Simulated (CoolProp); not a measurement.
Model: reference Helmholtz-energy equation of state, Lemmon 2006, in CoolProp. It is a short technical equation, of lower accuracy than the large ones.

Task: Give the vapour pressure (MPa), liquid density (kg/m³), vapour density (kg/m³), enthalpy of vaporisation (kJ/kg) of saturated hydrogen sulfide at 46.95, 57.95 °C.

Result: 
| T (°C) | p (MPa) | liquid density (kg/m³) | vapour density (kg/m³) | enthalpy of vaporisation (kJ/kg) |
|---|---|---|---|---|
| 46.95 | 3.33 | 715 | 57.5 | 363 |
| 57.95 | 4.18 | 680 | 74.6 | 331 |
